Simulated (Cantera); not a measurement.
Charge: 1 mol SiC, 0.0017 mol O₂, 4.4 mol H₂, held at 0.560 Pa.

Equilibrium computed with Cantera from the NASA thermochemical tables; the gas is ideal and each condensed phase is pure. Candidate condensed phases: C, C₆H₆, C₇H₈, C₈H₁₈, H₂O, Si, SiC, SiO₂; 123 gas species. Mutual solubility and eutectic melting of coexisting phases are not modelled. Rates play no part.

x: gas mole fraction; n: condensed amount in mol.

```tsv
T (K)	x H₂	x H	x Si	x SiC₂	n SiC(s)	n SiO₂(β-quartz)	n C(graphite)
1048	1.000	3.26e-6	1.19e-11	<1e-12	0.999	0.000804	0
1148	0.999	3.03e-5	2.35e-9	<1e-12	0.998	0	0
1248	0.999	0.000197	1.32e-7	<1e-12	0.998	0	0
1348	0.998	…	…	…	0.998	0	0
1448	0.995	0.00389	7.10e-5	1.47e-10	0.998	0	0
1548	0.986	0.0129	0.000482	1.33e-8	0.997	0	0
1648	0.962	…	…	…	0.996	0	0
1748	0.902	0.0917	0.00490	5.22e-5	0.977	0	0.0184
1848	0.768	0.196	0.0334	0.000640	0.822	0	0.164
1948	0.507	0.340	0.144	0.00465	0	0	0.917
```

Question: What belongs in the gaps?

Answer: 
- 1348, x H: 0.000977
- 1348, x Si: 4.05e-6
- 1348, x SiC₂: 1.61e-12
- 1648, x H: 0.0369
- 1648, x Si: 0.000787
- 1648, x SiC₂: 2.25e-6
